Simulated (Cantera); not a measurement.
**Si3N4 + F2 + H2 (nitride etching)**

Charge: 1 mol Si3N4, 14 mol F2, a varied amount of H2, held at 1050 K and 46.0 Pa.

These are equilibrium values from Cantera (NASA tables, ideal gas, pure condensed phases), not measurements of a reactor. Candidate condensed phases: Si, Si3N4; 37 gas species. Equilibrium is a limit: real reactors are often held back by kinetics, nucleation or transport.

```json
[
 {"n(H2) (mol)": "2.4", "x HF": "0.230", "x F": "0.526", "x H2": "<1e-12", "x SiF4": "0.144", "x N2": "0.0957"},
 {"n(H2) (mol)": "4", "x HF": "0.382", "x F": "0.377", "x H2": "<1e-12", "x SiF4": "0.143", "x N2": "0.0955"},
 {"n(H2) (mol)": "5.7", "x HF": "0.543", "x F": "0.217", "x H2": "<1e-12", "x SiF4": "0.143", "x N2": "0.0953"},
 {"n(H2) (mol)": "7.4", "x HF": "0.705", "x F": "0.0570", "x H2": "<1e-12", "x SiF4": "0.143", "x N2": "0.0952"},
 {"n(H2) (mol)": "9", "x HF": "0.727", "x F": "<1e-12", "x H2": "0.0455", "x SiF4": "0.136", "x N2": "0.0909"},
 {"n(H2) (mol)": "11", "x HF": "0.667", "x F": "<1e-12", "x H2": "0.125", "x SiF4": "0.125", "x N2": "0.0833"},
 {"n(H2) (mol)": "12", "x HF": "0.640", "x F": "<1e-12", "x H2": "0.160", "x SiF4": "0.120", "x N2": "0.0800"},
 {"n(H2) (mol)": "14", "x HF": "0.593", "x F": "<1e-12", "x H2": "0.222", "x SiF4": "0.111", "x N2": "0.0741"},
 {"n(H2) (mol)": "16", "x HF": "0.552", "x F": "<1e-12", "x H2": "0.276", "x SiF4": "0.103", "x N2": "0.0690"},
 {"n(H2) (mol)": "17", "x HF": "0.533", "x F": "<1e-12", "x H2": "0.300", "x SiF4": "0.1000", "x N2": "0.0667"},
 {"n(H2) (mol)": "19", "x HF": "0.500", "x F": "<1e-12", "x H2": "0.344", "x SiF4": "0.0937", "x N2": "0.0625"}
]
```
x: gas mole fraction; nothing condenses.

From 2.4 mol H2 to 19 mol H2 nothing is condensed. The main Si-bearing gas is SiF4 throughout.
